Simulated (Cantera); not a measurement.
Input: 1 mol CaCO3, 0.022 mol C, 1.5 mol O2, held at 527 °C and 0.0980 bar.

These are equilibrium values from Cantera (NASA tables, ideal gas, pure condensed phases), not measurements of a reactor. Equilibrium is a limit: real reactors are often held back by kinetics, nucleation or transport.

```csv
species,before,after
O2,0.985,0.973
CO2,0.0147,0.0267
"CaCO3(calcite), mol",1.00,1.00
```
Gas species are given as mole fractions.

**Question.** Name the change that produced these shifts.
(A) C from 0.022 to 0.04 mol
(B) temperature from 527 °C to 1677 °C
(C) C from 0.022 to 1.7 mol
(D) temperature from 527 °C to 1175 °C

**Answer.** A, C from 0.022 to 0.04 mol
